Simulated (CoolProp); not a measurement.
A closed Brayton cycle with dry air: compressor inlet 330.15 K and 4.9 MPa, high pressure 14.2 MPa, turbine inlet 620 K, compressor efficiency 0.85, turbine efficiency 0.85, recuperator effectiveness 0.95 (on enthalpy, no pinch check). Each further row changes one setting.

Computed with CoolProp (reference Helmholtz-energy equation of state, Lemmon 2000). It is a pseudo-pure fit of the blend.

```
case                           thermal efficiency (%)  net work (kJ/kg)  compressor to turbine work  compressor exit (K)  turbine exit (K)
-----------------------------  ----------------------  ----------------  --------------------------  -------------------  ----------------
as stated                                         1.2              1.79                        0.99                468.9             484.6
turbine inlet 570 K                              -9.3               ___                         1.1                468.9             444.1
compressor inlet 340.15 K                        -1.9               ___                         ___                  ___             484.6
high pressure 12.1 MPa                            5.5               ___                         ___                  ___             502.8
recuperator effectiveness 0.5                     1.1              1.79                        0.99                468.9             484.6
```

Problem. What belongs in the gaps?

Solution. 
- turbine inlet 570 K, net work (kJ/kg): -10.2
- compressor inlet 340.15 K, net work (kJ/kg): -2.74
- compressor inlet 340.15 K, compressor to turbine work: 1.0
- compressor inlet 340.15 K, compressor exit (K): 482.9
- high pressure 12.1 MPa, net work (kJ/kg): 7.25
- high pressure 12.1 MPa, compressor to turbine work: 0.94
- high pressure 12.1 MPa, compressor exit (K): 445.4
